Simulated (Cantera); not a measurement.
An isothermal, constant-pressure homogeneous reactor starts with CH4 : H2O = 1 : 0.43 (molar parts), at 1700 K and 750 Torr. Integrator tolerance rtol = 1e-08.

Computed with Cantera and GRI-Mech 3.0 (53 species, 325 reactions). GRI-Mech 3.0 stops at C3 and has no aromatics, soot or wall deposition, so with more carbon than oxygen in the feed, carbon stays in small species such as C2H2 where larger ones or solid carbon would form.

Q: What does this change do: temperature 1700 to 1550 K?

A: 
```tsv
quantity	before	after
x(CH4) at 10.0 s	0.0235 (gas-phase equilibrium 0.0235)	0.0807 (gas-phase equilibrium 0.0731)
x(H2O) at 10.0 s	2.02e-5 (gas-phase equilibrium 1.33e-6)	0.0479 (gas-phase equilibrium 1.78e-6)
x(CO2) at 10.0 s	1.26e-6 (gas-phase equilibrium 8.24e-8)	0.00311 (gas-phase equilibrium 1.50e-7)
x(CO) at 10.0 s	0.154 (gas-phase equilibrium 0.154)	0.118 (gas-phase equilibrium 0.162)
x(OH) at 10.0 s	1.80e-10 (gas-phase equilibrium 1.19e-11)	6.30e-8 (gas-phase equilibrium 2.28e-12)
x(C2H) at 10.0 s	8.46e-8 (gas-phase equilibrium 8.46e-8)	8.84e-9 (gas-phase equilibrium 6.13e-9)
x(HCO) at 10.0 s	1.56e-8 (gas-phase equilibrium 1.56e-8)	4.01e-9 (gas-phase equilibrium 5.70e-9)
```

Q: What does this change do: pressure from 750 Torr to 100.0 Torr?

A: 
```
quantity                                             before                                     after
----------------  -----------------------------------------  ----------------------------------------
x(CH4) at 10.0 s      0.0235 (gas-phase equilibrium 0.0235)   0.00466 (gas-phase equilibrium 0.00341)
x(H2O) at 10.0 s    2.02e-5 (gas-phase equilibrium 1.33e-6)   0.00257 (gas-phase equilibrium 1.70e-7)
x(CO2) at 10.0 s    1.26e-6 (gas-phase equilibrium 8.24e-8)  0.000152 (gas-phase equilibrium 1.00e-8)
x(CO) at 10.0 s         0.154 (gas-phase equilibrium 0.154)       0.149 (gas-phase equilibrium 0.151)
x(OH) at 10.0 s   1.80e-10 (gas-phase equilibrium 1.19e-11)  6.23e-8 (gas-phase equilibrium 4.12e-12)
x(C2H) at 10.0 s    8.46e-8 (gas-phase equilibrium 8.46e-8)   2.60e-7 (gas-phase equilibrium 2.57e-7)
x(HCO) at 10.0 s    1.56e-8 (gas-phase equilibrium 1.56e-8)   5.52e-9 (gas-phase equilibrium 5.61e-9)
```

Q: What does this change do: pressure from 750 Torr to 120 Torr?

A: 
```csv
quantity,before,after
x(CH4) at 10.0 s,0.0235 (gas-phase equilibrium 0.0235),0.00495 (gas-phase equilibrium 0.00409)
x(H2O) at 10.0 s,2.02e-5 (gas-phase equilibrium 1.33e-6),0.00190 (gas-phase equilibrium 2.04e-7)
x(CO2) at 10.0 s,1.26e-6 (gas-phase equilibrium 8.24e-8),0.000113 (gas-phase equilibrium 1.21e-8)
x(CO) at 10.0 s,0.154 (gas-phase equilibrium 0.154),0.149 (gas-phase equilibrium 0.151)
x(OH) at 10.0 s,1.80e-10 (gas-phase equilibrium 1.19e-11),4.21e-8 (gas-phase equilibrium 4.52e-12)
x(C2H) at 10.0 s,8.46e-8 (gas-phase equilibrium 8.46e-8),2.36e-7 (gas-phase equilibrium 2.34e-7)
x(HCO) at 10.0 s,1.56e-8 (gas-phase equilibrium 1.56e-8),6.08e-9 (gas-phase equilibrium 6.15e-9)
```
